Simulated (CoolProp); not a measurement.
R1123 at several states: Z from the reference equation and from simpler models built on Tc = 331.7 K, pc = 4.549 MPa, ω = 0.243; each cubic takes its own stable root.

Values from CoolProp's reference Helmholtz-energy equation of state, Akasaka 2020.

| T (K) | p (MPa) | phase | reference |
|---|---|---|---|
| 315.3 | 2.26 | gas | 0.7487 |
| 390.9 | 0.0492 | gas | 0.9979 |
| 268.5 | 0.0164 | gas | 0.9975 |
| 202.1 | 0.697 | liquid | 0.02473 |

Task: How far does each simpler model (Redlich-Kwong, Soave-Redlich-Kwong, Peng-Robinson) lie from the reference over these 4 states: mean and median of the absolute difference, and the worst?

Result: 
- Redlich-Kwong: mean 3.8 %, median 1.1 %, worst +12.7 % at 202.1 K and 0.697 MPa
- Soave-Redlich-Kwong: mean 2.7 %, median 0.6 %, worst +9.5 % at 202.1 K and 0.697 MPa
- Peng-Robinson: mean 1.1 %, median 0.6 %, worst -3.0 % at 202.1 K and 0.697 MPa
